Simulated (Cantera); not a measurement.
Feed: 1 mol HgO, 0.19 mol O₂, 4.5 mol H₂, at 625 K.

Cantera equilibrium calculation (NASA polynomials, part measured and part estimated; ideal gas, pure solids and liquids). Candidate condensed phases: H₂O, Hg, HgO; 10 gas species. Kinetics and transport are ignored.

Problem. Which condensed phases are stable at each of these points (P (Pa)): 10, 100, 1000, 10000, 100000, 1000000?

Solution. 
| P (Pa) | condensed phases | Hg condensed (%) |
|---|---|---|
| 10 | gas only | 0.0 |
| 100 | gas only | 0.0 |
| 1000 | gas only | 0.0 |
| 10000 | gas only | 0.0 |
| 100000 | gas only | 0.0 |
| 1000000 | Hg(l) | 54.6 |

From 0.000100 bar to 1.00 bar nothing is condensed. At 10.0 bar the condensed part is Hg(l).
